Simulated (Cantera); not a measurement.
A perfectly stirred reactor is fed with 27.0 % CH₄, 45.9 % CO₂, 27.0 % H₂, at 17.0 bar; it is held at 1425 K, and followed from long to short residence time.

Computed with Cantera and GRI-Mech 3.0 (53 species, 325 reactions). The pressure lies above the range GRI-Mech 3.0 was tuned for (to about 10 atm).

Task: Predict: x(CH₄) at τ = 28.0 s; x(CO₂) at τ = 28.0 s; x(H₂) at τ = 28.0 s; x(C₂H₄) at τ = 28.0 s; x(CH₄) at τ = 0.380 s; x(CO₂) at τ = 0.380 s; x(H₂) at τ = 0.380 s; x(C₂H₄) at τ = 0.380 s.

Result: 
| Property | Value |
|---|---|
| x(CH₄) at τ = 28.0 s | 0.162 |
| x(CO₂) at τ = 28.0 s | 0.157 |
| x(H₂) at τ = 28.0 s | 0.171 |
| x(C₂H₄) at τ = 28.0 s | 0.00808 |
| x(CH₄) at τ = 0.380 s | 0.231 |
| x(CO₂) at τ = 0.380 s | 0.311 |
| x(H₂) at τ = 0.380 s | 0.166 |
| x(C₂H₄) at τ = 0.380 s | 0.0101 |
